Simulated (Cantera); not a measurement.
A diamond (100) surface in a fixed gas of H2 with x(CH4) = 0.0061, x(H) = 0.022, at 1200 K, 0.0454 atm; coverages are run to steady state.

Cantera simulation using the Harris–Goodwin 1993 mechanism for the reconstructed diamond (100) surface; the numbers are that mechanism's predictions, not measurements.

One state of this run: growth (µm/h) = 0.0669; θ c6HH = 0.438; θ c6H* = 0.0387; θ c6*H = 0.492; θ c6** = 0.0309; θ c6HM = 1.50e-5. θ: site fractions in the mechanism's names (c6HH fully hydrogenated, c6H* and c6*H radical sites, c6** diradical, c6HM methylated).

Which value of x(CH3) does it belong to?
(A) 4.2e-05
(B) 2.1e-06
(C) 8.9e-05
(D) 9.4e-06

B, 2.1e-06
